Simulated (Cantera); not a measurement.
Charge: 1 mol CH₃SiCl₃, 1.3 mol H₂, held at 1275 K.

Points: P (Pa) = 100, 320, 1000, 3200, 10000, 32000, 100000.

Cantera's Mixture.equilibrate('TP', solver="vcs", rtol=1e-11, max_steps=5000) on the NASA tables stopped like this:

```
ERROR: FAILURE its = 5001!

*******************************************************************************
CanteraError thrown by MultiPhase::equilibrate:
VCS solver failed. Return code: -1
*******************************************************************************
```

Q: What got this run through?

A: One answer among several that fit: The failure is numerical, not chemical. The same input converged with solver="gibbs", rtol=1e-10, max_steps=50000, and the result passed a check of the equilibrium conditions:
```
log10 of partial pressures in bar; condensed amounts in mol
      P/Pa       HCL        H2     SiCL4    SiHCL3     SiCL2     SiCL3       CH4   SiH2CL2        CL     C(gr)    SiC(b)
       100    -3.198    -3.465    -4.941    -6.601    -5.104    -5.429    -8.962    -9.120    -7.669   0.09887    0.9011
       320    -2.722    -2.924    -4.118    -5.714    -4.693    -4.812    -7.881    -8.168    -7.464    0.1489    0.8511
      1000    -2.271    -2.386    -3.389    -4.898    -4.329    -4.265    -6.804    -7.265    -7.281    0.2149    0.7851
      3200    -1.824    -1.833    -2.707    -4.110    -3.988    -3.754    -5.699    -6.371    -7.111     0.292    0.7077
     1e+04    -1.399    -1.295    -2.085    -3.374    -3.677    -3.287    -4.622    -5.522    -6.956    0.3691      0.63
   3.2e+04    -0.977    -0.751    -1.484    -2.652    -3.376    -2.837    -3.535    -4.678    -6.805    0.4421    0.5543
     1e+05    -0.574    -0.226    -0.921    -1.967    -3.094    -2.414    -2.485    -3.871    -6.664    0.5008    0.4868
```

The gas is ideal and each condensed phase is pure. The feed counts by its element totals alone. The tables' values for SiCl3 are old estimates; treat these amounts as uncertain.
